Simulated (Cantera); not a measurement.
Charge: 1 mol HMDSO, 8.6 mol O2, 0.82 mol H2, 4.6 mol CO2, equilibrated at 20.0 Pa.

Equilibrium computed with Cantera from the NASA thermochemical tables; the gas is ideal and each condensed phase is pure. Candidate condensed phases: C, C6H6, C7H8, C8H18, H2O, Si, SiC, SiO2; 123 gas species. The feed counts by its element totals alone. The numbers say what is thermodynamically allowed, not how fast it happens.

x: gas mole fraction; n: condensed amount in mol.

| T (°C) | x CO2 | x H2 | x H2O | x CO | x CH4 | n SiO2(α-quartz) | n SiO2(β-quartz) |
|---|---|---|---|---|---|---|---|
| 375 | 0.463 | 0.317 | 0.164 | 0.0562 | 3.28e-5 | 2.00 | 0 |
| 400 | 0.453 | 0.307 | 0.173 | 0.0657 | 7.30e-6 | 2.00 | 0 |
| 425 | 0.444 | 0.298 | 0.183 | 0.0753 | 1.77e-6 | 2.00 | 0 |
| 450 | 0.434 | 0.288 | 0.193 | 0.0849 | 4.61e-7 | 2.00 | 0 |
| 475 | 0.425 | 0.279 | 0.202 | ? | ? | 2.00 | 0 |
| 500 | 0.416 | 0.270 | 0.211 | 0.104 | 3.88e-8 | 2.00 | 0 |
| 525 | 0.407 | 0.261 | 0.220 | 0.112 | 1.24e-8 | 2.00 | 0 |
| 550 | 0.398 | 0.252 | 0.229 | 0.121 | ? | 2.00 | 0 |
| 575 | 0.390 | 0.244 | 0.237 | 0.129 | 1.49e-9 | 0 | 2.00 |

Some entries are withheld; supply them.


- 475, x CO: 0.0943
- 475, x CH4: 1.29e-7
- 550, x CH4: 4.19e-9
